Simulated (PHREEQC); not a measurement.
**Copper plating or etch bath with leach liquor**

Solution A (0.0045 mol/kgw Cu(NO3)2, 0.0016 mol/kgw HCl and 0.005 mol/kgw NaCl) is mixed with solution B (0.21 mol/kgw HCl, 4e-05 mol/kgw ZnSO4 and 0.00059 mol/kgw MnSO4) at 20 °C; shares are by mass of water, 1 kg in all. No oxygen is let in. CO2 from the air is kept out. Only these solids could form: Pyrochroite, Cu(OH)2, Brochantite, Antlerite, Atacamite, Cu2(OH)3NO3, Zn(OH)2-e, Zn4(OH)6SO4, Zn5(OH)8Cl2, Halite, Mirabilite, Chalcanthite, Goslarite.

All values are PHREEQC results (ion-association model, wateq4f.dat), not measurements.

Problem. Predict pH at share of solution B = 0.1, 0.2, 0.7, 0.9.

Solution. 
```csv
share of solution B,pH
0.1,1.71
0.2,1.44
0.7,0.92
0.9,0.82
```
